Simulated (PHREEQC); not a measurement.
## Buffer: speciation

Consider water at 20 °C with 67 mmol/kgw H3PO4, 160 mmol/kgw KOH and 180 mmol/kgw HCl. Closed to the air; pH follows from the charge balance.

Equilibrium calculation in PHREEQC: ion-association model, wateq4f.dat.

```json
{
 "pH": "1.53",
 "ionic_strength": "0.197 mol/kgw",
 "activity_of_water": "0.992",
 "total_alkalinity": "-87.0 meq/kg"
}
```

| species | molality | activity | log γ |
|---|---|---|---|
| Cl- | 0.180 | 0.129 | -0.146 |
| K+ | 0.160 | 0.114 | -0.146 |
| H3PO4 | 0.0500 | 0.0523 | 0.020 |
| H+ | 0.0370 | 0.0296 | -0.097 |
| H2PO4- | 0.0170 | 0.0127 | -0.126 |
| HPO4-2 | 8.60e-8 | 2.60e-8 | -0.520 |

Precipitation was switched off in this run. H3PO4, which wateq4f.dat lacks, is added to it with the constant of phreeqc.dat.
